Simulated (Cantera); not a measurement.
Charge: 1 mol B₂H₆, 0.97 mol N₂, 0.16 mol NH₃, at 1775 K and 12.8 Torr.

Method: chemical equilibrium by Gibbs-energy minimisation in Cantera with the NASA 1993 tables (ideal gas, pure condensed phases). Candidate condensed phases: B, BN; 15 gas species. The feed counts by its element totals alone. The tables' values for BH₂ are old estimates; treat these amounts as uncertain. Equilibrium is a limit: real reactors are often held back by kinetics, nucleation or transport.

Q: What is the equilibrium state?

A: 
| Property | Value |
|---|---|
| x(H₂) | 0.983 |
| x(N₂) | 0.0152 |
| x(H) | 0.00220 |
| x(BH₂) | 1.08e-5 |
| n(BN(s)) | 2.00 mol |
| gas amount | 3.294 mol |
| log10 activity of B(s) (absent) | -0.99 |
